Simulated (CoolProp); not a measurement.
Aqueous methanol as a coolant, at 20 °C, 1 atm.

Computed with CoolProp (Melinder's fits for secondary coolants).

```tsv
mass %	freezing point (°C)	viscosity (mPa s)	Prandtl number	conductivity (W/(m K))	cp (kJ/(kg K))
2.1	-1.2	1.06	7.60	0.585	(withheld)
10.2	-6.7	1.31	10.3	0.537	4.196
18.3	-13.5	1.55	13.0	0.492	4.128
26.4	-21.6	1.74	15.6	0.450	4.034
34.5	-31.2	1.83	17.5	(withheld)	3.919
42.6	-42.5	1.83	18.4	0.375	3.770
50.7	-55.7	(withheld)	18.3	0.343	3.586
58.8	-70.6	1.62	17.6	0.314	3.401
```

Complete the blanks.


- 2.1, cp (kJ/(kg K)): 4.191
- 34.5, conductivity (W/(m K)): 0.411
- 50.7, viscosity (mPa s): 1.75
